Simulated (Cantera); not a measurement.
An isothermal, constant-pressure homogeneous reactor starts with CH₄ : N₂ = 1 : 68 (molar parts), at 1150 K and 0.000128 atm. Integrator tolerance rtol = 1e-08.

Cantera simulation using GRI-Mech 3.0 (53 species, 325 reactions); the numbers are that mechanism's predictions, not measurements. GRI-Mech 3.0 stops at C3 and has no aromatics, soot or wall deposition, so with more carbon than oxygen in the feed, carbon stays in small species such as C2H2 where larger ones or solid carbon would form. Radical loss at walls, strong at low pressure, is not modelled.

**Question.** What does this change do: temperature 1150 to 1723 K?

**Answer.** 
```json
[
 {"quantity": "x(CH₄) at 200 s", "before": "0.0145 (gas-phase equilibrium 1.72e-6)", "after": "0.000380 (gas-phase equilibrium 9.03e-10)"},
 {"quantity": "x(CH₃) at 200 s", "before": "2.03e-8 (gas-phase equilibrium 1.45e-9)", "after": "4.84e-5 (gas-phase equilibrium 2.07e-9)"},
 {"quantity": "x(H) at 200 s", "before": "4.94e-12 (gas-phase equilibrium 9.64e-7)", "after": "0.000132 (gas-phase equilibrium 0.00229)"},
 {"quantity": "x(H₂) at 200 s", "before": "1.01e-8 (gas-phase equilibrium 0.0214)", "after": "0.0207 (gas-phase equilibrium 0.0203)"},
 {"quantity": "x(CH₂) at 200 s", "before": "<1e-12 (gas-phase equilibrium <1e-12)", "after": "3.07e-7 (gas-phase equilibrium 2.47e-10)"},
 {"quantity": "x(HCN) at 200 s", "before": "<1e-12 (gas-phase equilibrium 0.0117)", "after": "1.67e-5 (gas-phase equilibrium 0.0132)"}
]
```
